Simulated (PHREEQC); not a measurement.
Dissolve 0.021 mol/kgw KHCO3 at 40 °C. Closed to the air; pH follows from the charge balance.

Equilibrium calculation in PHREEQC: ion-association model, wateq4f.dat.

```
Item                       Value
----------------  --------------
pH                          8.13
ionic strength    0.0213 mol/kgw
total alkalinity     21.0 meq/kg
```

```tsv
species	molality	activity	log γ
K+	0.0210	0.0181	-0.065
HCO3-	0.0205	0.0178	-0.061
CO2	0.000259	0.000260	0.002
CO3-2	0.000254	0.000146	-0.242
OH-	4.52e-6	3.89e-6	-0.065
H+	8.31e-9	7.35e-9	-0.053
```

This is a speciation only: nothing precipitates in the calculation. Constants without temperature data keep their 25 °C values here.
